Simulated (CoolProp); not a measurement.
Methane along the isotherm 158.9 K: fugacity coefficient from the reference equation and from simpler models built on Tc = 190.6 K, pc = 4.599 MPa, ω = 0.011; each cubic takes its own stable root.

The numbers come from the reference Helmholtz-energy equation of state, Setzmann 1991 in CoolProp.

```
p (MPa)   phase  reference
-------  ------  ---------
2.87     liquid     0.4525
5.75     liquid     0.2498
8.62     liquid     0.1838
11.5     liquid     0.1518
14.4     liquid     0.1335
17.2     liquid     0.1225
20.1     liquid     0.1151
23       liquid     0.1104
```

### Question
How far does each simpler model (van der Waals, Peng-Robinson) lie from the reference over these 8 states: mean and median of the absolute difference, and the worst?

### Answer
- van der Waals: mean 54.2 %, median 54.4 %, worst +74.1 % at 158.9 K and 23 MPa
- Peng-Robinson: mean 3.7 %, median 3.7 %, worst -6.8 % at 158.9 K and 23 MPa
